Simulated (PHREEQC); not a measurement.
Consider water at 25 °C with 1.94 mmol/kgw CO2. Closed to the air; pH follows from the charge balance.

Computed with PHREEQC (ion-association model, wateq4f.dat).

Precipitation was switched off in this run.

Question: What pH, ionic strength does the model give?

Answer: pH 4.54; ionic strength 2.93e-5 mol/kgw.

Question: In which forms is C present?

Answer: CO2 98 %, HCO3- 1.5 % of the C.
